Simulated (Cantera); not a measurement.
## Adiabatic ignition

An adiabatic, constant-volume homogeneous reactor starts with CH₄ : CO : O₂ : N₂ = 1 : 0.32 : 1.8 : 6.77 (molar parts), equivalence ratio 1.2, at 1225 K and 760 Torr.

Computed with Cantera and GRI-Mech 3.0 (53 species, 325 reactions).

```csv
t (s),T (K),P (bar),x CH₄,x CO,x O₂,x CH₃,x C₂H,x CO₂,x HO₂
6.00e-6,1225,1.01,0.101,0.0324,0.182,1.30e-8,<1e-12,2.76e-9,8.07e-9
1.54e-5,1225,1.01,0.101,0.0324,0.182,3.52e-8,<1e-12,7.42e-9,2.03e-8
3.93e-5,1225,1.01,0.101,0.0324,0.182,9.49e-8,<1e-12,2.09e-8,4.97e-8
0.000101,1225,1.01,0.101,0.0324,0.182,2.65e-7,<1e-12,6.50e-8,1.14e-7
0.000258,1225,1.01,0.101,0.0324,0.182,8.06e-7,<1e-12,2.26e-7,2.23e-7
0.000660,1225,1.01,0.101,0.0324,0.182,2.68e-6,<1e-12,8.07e-7,3.23e-7
0.00169,1225,1.01,0.101,0.0324,0.182,7.64e-6,<1e-12,2.73e-6,3.80e-7
0.00433,1226,1.01,0.101,0.0323,0.182,1.17e-5,<1e-12,9.67e-6,6.12e-7
0.0111,1227,1.02,0.101,0.0323,0.182,1.56e-5,<1e-12,4.08e-5,1.42e-6
0.0284,1243,1.03,0.0987,0.0326,0.180,3.41e-5,<1e-12,0.000297,6.29e-6
0.0727,2861,2.49,<1e-12,0.0726,0.00860,<1e-12,<1e-12,0.0543,4.55e-6
0.186,2861,2.49,<1e-12,0.0726,0.00860,<1e-12,<1e-12,0.0543,4.55e-6
0.477,2861,2.49,<1e-12,0.0726,0.00860,<1e-12,<1e-12,0.0543,4.55e-6
1.22,2861,2.49,<1e-12,0.0726,0.00860,<1e-12,<1e-12,0.0543,4.55e-6
3.12,2861,2.49,<1e-12,0.0726,0.00860,<1e-12,<1e-12,0.0543,4.55e-6
8.00,2861,2.49,<1e-12,0.0726,0.00860,<1e-12,<1e-12,0.0543,4.55e-6
```
x: mole fraction; the columns are a selection and need not sum to one.

| Quantity | Value |
|---|---|
| time of steepest temperature rise | 40.1 ms |
| temperature at 8.00 s | 2861 K |
| equilibrium temperature | 2861 K |
| x(CH₄) at 8.00 s | <1e-12 (gas-phase equilibrium <1e-12) |
| x(CO) at 8.00 s | 0.0726 (gas-phase equilibrium 0.0726) |
| x(O₂) at 8.00 s | 0.00860 (gas-phase equilibrium 0.00860) |
